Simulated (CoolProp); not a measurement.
Properties of isopentane along the isobar 0.155 MPa.

The numbers come from the reference Helmholtz-energy equation of state, Lemmon 2006 in CoolProp. It is a short technical equation, of lower accuracy than the large ones.

```json
[
 {"T (K)": "310", "phase": "liquid", "Z": "0.007198", "isothermal compressibility (1/MPa)": "0.002706"},
 {"T (K)": "322.7", "phase": "gas", "Z": "0.9464", "isothermal compressibility (1/MPa)": "6.839"},
 {"T (K)": "335.5", "phase": "gas", "Z": "0.9534", "isothermal compressibility (1/MPa)": "6.783"},
 {"T (K)": "348.3", "phase": "gas", "Z": "0.9591", "isothermal compressibility (1/MPa)": "6.738"},
 {"T (K)": "361", "phase": "gas", "Z": "0.9639", "isothermal compressibility (1/MPa)": "6.702"},
 {"T (K)": "373.8", "phase": "gas", "Z": "0.9680", "isothermal compressibility (1/MPa)": "6.671"},
 {"T (K)": "386.6", "phase": "gas", "Z": "0.9715", "isothermal compressibility (1/MPa)": "6.646"},
 {"T (K)": "399.3", "phase": "gas", "Z": "0.9744", "isothermal compressibility (1/MPa)": "6.625"},
 {"T (K)": "412.1", "phase": "gas", "Z": "0.9770", "isothermal compressibility (1/MPa)": "6.607"},
 {"T (K)": "424.9", "phase": "gas", "Z": "0.9792", "isothermal compressibility (1/MPa)": "6.591"},
 {"T (K)": "437.6", "phase": "gas", "Z": "0.9812", "isothermal compressibility (1/MPa)": "6.577"}
]
```
